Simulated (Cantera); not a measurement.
A closed system holds: 1 mol BN, 1.1 mol HF, 28 mol N₂, at 1.00 bar.

These are equilibrium values from Cantera (NASA tables, ideal gas, pure condensed phases), not measurements of a reactor. Candidate condensed phases: B, BN; 31 gas species. Kinetics and transport are ignored. All values below are at 1023 K.

Base state: N₂ 0.968, H₂ 0.0182, BF₃ 0.0121, HF 0.00141 (mole fractions); condensed: BN(s).

Q: What changes in the equilibrium state with this change: HF from 1.1 to 2.5 mol?

A: 
```tsv
species	before	after
N₂	0.968	0.931
H₂	0.0182	0.0396
BF₃	0.0121	0.0264
HF	0.00141	0.00268
BN(s), mol	0.647	0.194
```
